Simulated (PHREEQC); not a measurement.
Consider water at 20 °C with 0.15 mmol/kgw CaSO4 and 3.8 mmol/kgw Na2HPO4. Closed to the air; pH follows from the charge balance.

The numbers come from PHREEQC with the ion-association model, wateq4f.dat.

Each row changes one thing in this solution. Precipitation was switched off in this run.

```
case                                            pH  ionic strength (mol/kgw)
--------------------------------------  ----------  ------------------------
as made                                       8.81                    0.0115
CaSO4 left out                                9.32                    0.0113
diluted 100-fold with water                   8.46                (withheld)
CaSO4 from 0.00015 to 7.5e-05 mol/kgw         8.97                    0.0114
Na2HPO4 left out                              7.09                (withheld)
diluted 5-fold with water               (withheld)                (withheld)
CaSO4 from 0.00015 to 1.5e-05 mol/kgw   (withheld)                    0.0113
CaSO4 from 0.00015 to 0.000165 mol/kgw        8.79                    0.0115
```

Problem. Some entries are withheld; supply them.

Solution. 
- diluted 100-fold with water, ionic strength (mol/kgw): 0.000118
- Na2HPO4 left out, ionic strength (mol/kgw): 0.000587
- diluted 5-fold with water, pH: 8.89
- diluted 5-fold with water, ionic strength (mol/kgw): 0.00233
- CaSO4 from 0.00015 to 1.5e-05 mol/kgw, pH: 9.23

Some of these states are supersaturated (in Hydroxyapatite, for instance). H3PO4, which wateq4f.dat lacks, is added to it with the constant of phreeqc.dat.
